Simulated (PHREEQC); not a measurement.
NH3 is added in steps, without added water, to 1 kg of water holding 0.093 mol/kgw H2SO4 and 0.00021 mol/kgw MnSO4, at 90 °C. The system is closed to oxygen. CO2 from the air is kept out. The run lets Pyrochroite precipitate or redissolve, and no other solid.

Base run: PHREEQC, ion-association model, wateq4f.dat. Each further column changes one thing. The table gives SO4-2 (mol/kgw).

| NH3 added (mol) | base | metal-ligand complexes left out | database phreeqc.dat | all activity coefficients set to 1 | Davies equation for every ion |
|---|---|---|---|---|---|
| 0 | 0.00488 | 0.00489 | 0.00490 | (withheld) | 0.00529 |
| 0.0345 | 0.00703 | 0.00704 | 0.00707 | 0.00269 | 0.00757 |
| 0.06325 | 0.0105 | 0.0105 | 0.0106 | 0.00430 | (withheld) |
| 0.09775 | 0.0190 | 0.0191 | 0.0193 | 0.00927 | 0.0197 |
| 0.1323 | 0.0337 | 0.0338 | 0.0345 | (withheld) | (withheld) |
| 0.1668 | 0.0519 | 0.0520 | 0.0536 | (withheld) | 0.0514 |
| 0.1955 | 0.0626 | 0.0627 | 0.0649 | 0.0351 | 0.0614 |
| 0.23 | 0.0626 | 0.0627 | 0.0649 | 0.0351 | 0.0614 |

Problem. What belongs in the gaps?

Solution. 
- 0, all activity coefficients set to 1: 0.00181
- 0.06325, Davies equation for every ion: 0.0112
- 0.1323, all activity coefficients set to 1: 0.0186
- 0.1323, Davies equation for every ion: 0.0340
- 0.1668, all activity coefficients set to 1: 0.0293

At this temperature some constants are extrapolated from 25 °C, and those without enthalpy data are left unchanged. phreeqc.dat and wateq4f.dat share most of their constants, so their agreement is no independent check.
